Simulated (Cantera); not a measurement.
An isothermal, constant-pressure homogeneous reactor starts with 6.67 % NO, 93.3 % N2, at 2048 K and 1.00 atm.

Model: GRI-Mech 3.0 (53 species, 325 reactions), integrated in Cantera.

x: mole fraction; the columns are a selection and need not sum to one.

```json
[
 {"t (s)": "0.000300", "x NO": "0.0667", "x N2O": "1.40e-6", "x N2": "0.933", "x O2": "4.82e-8", "x NO2": "5.04e-7"},
 {"t (s)": "0.000625", "x NO": "0.0667", "x N2O": "1.95e-6", "x N2": "0.933", "x O2": "2.54e-7", "x NO2": "1.30e-6"},
 {"t (s)": "0.00130", "x NO": "0.0666", "x N2O": "2.21e-6", "x N2": "0.933", "x O2": "___", "x NO2": "___"},
 {"t (s)": "0.00271", "x NO": "0.0666", "x N2O": "2.24e-6", "x N2": "0.933", "x O2": "8.07e-6", "x NO2": "5.77e-6"},
 {"t (s)": "0.00565", "x NO": "0.0665", "x N2O": "2.25e-6", "x N2": "0.933", "x O2": "3.52e-5", "x NO2": "7.95e-6"},
 {"t (s)": "0.0118", "x NO": "0.0664", "x N2O": "2.24e-6", "x N2": "0.933", "x O2": "0.000106", "x NO2": "8.53e-6"},
 {"t (s)": "0.0245", "x NO": "0.0661", "x N2O": "2.22e-6", "x N2": "0.934", "x O2": "0.000257", "x NO2": "8.94e-6"},
 {"t (s)": "0.0510", "x NO": "0.0654", "x N2O": "2.18e-6", "x N2": "0.934", "x O2": "___", "x NO2": "___"},
 {"t (s)": "0.106", "x NO": "0.0641", "x N2O": "2.09e-6", "x N2": "0.935", "x O2": "0.00127", "x NO2": "1.11e-5"},
 {"t (s)": "0.221", "x NO": "0.0611", "x N2O": "1.92e-6", "x N2": "0.936", "x O2": "0.00275", "x NO2": "1.33e-5"},
 {"t (s)": "0.461", "x NO": "0.0547", "x N2O": "1.57e-6", "x N2": "0.939", "x O2": "0.00592", "x NO2": "1.59e-5"},
 {"t (s)": "0.960", "x NO": "0.0423", "x N2O": "1.01e-6", "x N2": "0.945", "x O2": "0.0121", "x NO2": "1.67e-5"},
 {"t (s)": "2.00", "x NO": "0.0238", "x N2O": "4.60e-7", "x N2": "0.955", "x O2": "0.0213", "x NO2": "1.23e-5"}
]
```

### Question
Some entries are withheld; supply them.

### Answer

- 0.00130, x O2: 1.44e-6
- 0.00130, x NO2: 3.03e-6
- 0.0510, x O2: 0.000578
- 0.0510, x NO2: 9.70e-6
